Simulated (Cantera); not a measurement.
Input: 1 mol SiHCl3, 0.22 mol N2.

Equilibrium computed with Cantera from the NASA thermochemical tables; the gas is ideal and each condensed phase is pure. Candidate condensed phases: NH4Cl, Si, Si3N4; 28 gas species. N2 is the only nitrogen source here; it is nearly inert below about 1500 K, so the nitride shown seldom forms there in practice. The tables' values for SiCl3 are old estimates. The numbers say what is thermodynamically allowed, not how fast it happens.

Task: What condenses at these points (T in K, P in Pa): (1375, 260); (1300, 100000); (1375, 37000); (1675, 260); (1675, 98)?

Result: 
```csv
T (K),P in Pa,condensed phases,Si condensed (%)
1375,260,Si3N4,14.5
1300,100000,Si3N4,32.4
1375,37000,Si3N4,31.9
1675,260,gas only,0.0
1675,98,gas only,0.0
```
